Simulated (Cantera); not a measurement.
A closed system holds: 1 mol Mg(OH)2, 2.4 mol CO2, 5.1 mol H2, held at 3.00 bar.

Cantera equilibrium calculation (NASA polynomials, part measured and part estimated; ideal gas, pure solids and liquids). Candidate condensed phases: C, C6H6, C7H8, C8H18, H2O, Mg, MgCO3, MgO, Mg(OH)2; 116 gas species. Equilibrium is a limit: real reactors are often held back by kinetics, nucleation or transport.

x: gas mole fraction; n: condensed amount in mol.

```json
[
 {"T (K)": "775", "x H2O": "0.460", "x H2": "0.175", "x CO": "0.0153", "x CO2": "0.203", "x CH4": "0.146", "x H": "<1e-12", "x C2H6": "1.74e-6", "n MgO(s)": "1.00"},
 {"T (K)": "850", "x H2O": "0.385", "x H2": "0.277", "x CO": "0.0456", "x CO2": "0.194", "x CH4": "0.0992", "x H": "6.22e-12", "x C2H6": "1.34e-6", "n MgO(s)": "1.00"},
 {"T (K)": "925", "x H2O": "0.319", "x H2": "0.372", "x CO": "0.0959", "x CO2": "0.166", "x CH4": "0.0471", "x H": "9.17e-11", "x C2H6": "5.16e-7", "n MgO(s)": "1.00"},
 {"T (K)": "1000", "x H2O": "0.287", "x H2": "0.424", "x CO": "0.141", "x CO2": "0.136", "x CH4": "0.0127", "x H": "8.53e-10", "x C2H6": "6.70e-8", "n MgO(s)": "1.00"},
 {"T (K)": "1075", "x H2O": "0.287", "x H2": "0.430", "x CO": "0.164", "x CO2": "0.118", "x CH4": "0.00233", "x H": "5.55e-9", "x C2H6": "4.11e-9", "n MgO(s)": "1.00"},
 {"T (K)": "1150", "x H2O": "0.296", "x H2": "0.421", "x CO": "0.177", "x CO2": "___", "x CH4": "___", "x H": "___", "x C2H6": "___", "n MgO(s)": "1.00"},
 {"T (K)": "1225", "x H2O": "0.305", "x H2": "0.412", "x CO": "0.188", "x CO2": "0.0947", "x CH4": "9.99e-5", "x H": "1.16e-7", "x C2H6": "2.17e-11", "n MgO(s)": "1.00"},
 {"T (K)": "1300", "x H2O": "0.314", "x H2": "0.404", "x CO": "0.196", "x CO2": "0.0863", "x CH4": "2.66e-5", "x H": "4.06e-7", "x C2H6": "2.38e-12", "n MgO(s)": "1.00"},
 {"T (K)": "1375", "x H2O": "0.321", "x H2": "0.397", "x CO": "0.203", "x CO2": "0.0793", "x CH4": "8.16e-6", "x H": "1.25e-6", "x C2H6": "<1e-12", "n MgO(s)": "1.00"},
 {"T (K)": "1450", "x H2O": "0.327", "x H2": "0.391", "x CO": "0.209", "x CO2": "0.0734", "x CH4": "2.84e-6", "x H": "3.41e-6", "x C2H6": "<1e-12", "n MgO(s)": "1.00"},
 {"T (K)": "1525", "x H2O": "0.332", "x H2": "0.386", "x CO": "0.214", "x CO2": "0.0683", "x CH4": "___", "x H": "___", "x C2H6": "<1e-12", "n MgO(s)": "1.000"},
 {"T (K)": "1600", "x H2O": "0.336", "x H2": "0.382", "x CO": "0.218", "x CO2": "0.0640", "x CH4": "4.64e-7", "x H": "1.94e-5", "x C2H6": "<1e-12", "n MgO(s)": "1.000"}
]
```

What belongs in the gaps?


- 1525, x CH4: 1.10e-6
- 1525, x H: 8.49e-6
- 1150, x CO2: 0.105
- 1150, x CH4: 0.000443
- 1150, x H: 2.80e-8
- 1150, x C2H6: 2.60e-10
